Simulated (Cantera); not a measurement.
An isothermal plug-flow reactor at 650 K and 2700 Torr (inlet), inlet velocity 0.29 m/s, active area per volume 1800 1/m; feed 1.98 % H₂, 19.8 % O₂, 78.2 % N₂, equivalence ratio 0.050.

Model: Deutschmann's 1995 Pt surface mechanism with GRI-Mech 3.0 gas chemistry, integrated in Cantera. Catalytic surfaces can have several steady states; this one follows from the mechanism file's or the stated starting coverage. Mass transfer to the wall is taken as infinitely fast.

One state of this run: x H₂ = 0.00116; x O₂ = 0.190; x H₂O = 0.0188; θ free Pt = 0.0105; θ O* = 0.982; θ OH* = 0.00755. x: gas mole fraction; θ: surface coverage.

**Question.** Which value of z (m) does it belong to?
A) 0.0036
B) 0.00028
C) 0.0022
D) 0.00047

**Answer.** D, 0.00047
